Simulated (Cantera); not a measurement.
What does this Cantera script print?

```python
import numpy as np
import cantera as ct

gas_names = """
    CL CL2 H HCL H2 Si SiCL SiCL2 SiCL3 SiCL4 SiH SiHCL3 SiH2 SiH2CL2 SiH3 SiH3CL SiH4 Si2 Si3
""".split()
cond_names = """
    Si(cr) Si(L)
""".split()


# ... load() reads the species with a 1 bar reference pressure and builds the phases ...
atoms = {
    'SiCl4': {'Si': 1, 'CL': 4},
    'Cl2': {'CL': 2},
    'H2': {'H': 2},
}
top_T = {}  # K; cautious upper limits of use, not melting points


# ... equilibrate(T, P, feed) seeds the gas with the atoms and calls Mixture.equilibrate('TP', solver="vcs", rtol=1e-11, max_steps=5000) ...
results = []
feed = {'SiCl4': 1, 'Cl2': 0.87, 'H2': 8.4}  # mol
P = 101325  # Pa
for T in [975, 1025, 1075, 1125, 1175, 1225, 1275]:
    mix = equilibrate(T, P, feed)
    results.append((T, P, feed, dict(zip(mix.species_names, mix.species_moles))))

top = {s: max(r[3][s] / sum(r[3][g] for g in gas_names) for r in results) for s in gas_names}
cols = sorted((s for s in top if top[s] > 0.0001), key=lambda s: -top[s])[:7]
seen = [c for c in cond_names if any(r[3].get(c, 0) > 1e-12 for r in results)]
print("log10 of partial pressures in bar; condensed amounts in mol")
print(f"{'T/K':>10s}" + "".join(f"{s[:9]:>10s}" for s in cols + seen))
for T, P, feed, n in results:
    ng = sum(n[g] for g in gas_names)
    print(f"{T:10.4g}" + "".join(f"{np.log10(max(n[s] / ng * P / 1e5, 1e-99)):10.3f}" for s in cols)
          + "".join(f"{n.get(c, 0):10.4g}" for c in seen))
```

Output:

```
log10 of partial pressures in bar; condensed amounts in mol
       T/K        H2       HCL     SiCL4    SiHCL3     SiCL3     SiCL2   SiH2CL2
       975    -0.130    -0.759    -1.016    -2.630    -4.468    -6.467    -5.224
      1025    -0.131    -0.756    -1.022    -2.462    -4.020    -5.699    -4.858
      1075    -0.132    -0.752    -1.029    -2.314    -3.619    -5.009    -4.532
      1125    -0.133    -0.747    -1.039    -2.185    -3.259    -4.388    -4.242
      1175    -0.135    -0.741    -1.052    -2.073    -2.936    -3.831    -3.987
      1225    -0.137    -0.732    -1.070    -1.981    -2.650    -3.332    -3.766
      1275    -0.140    -0.720    -1.094    -1.909    -2.399    -2.890    -3.581
```

Equilibrium computed with Cantera from the NASA thermochemical tables; the gas is ideal and each condensed phase is pure. The tables' values for SiCl3 are old estimates; treat these amounts as uncertain.
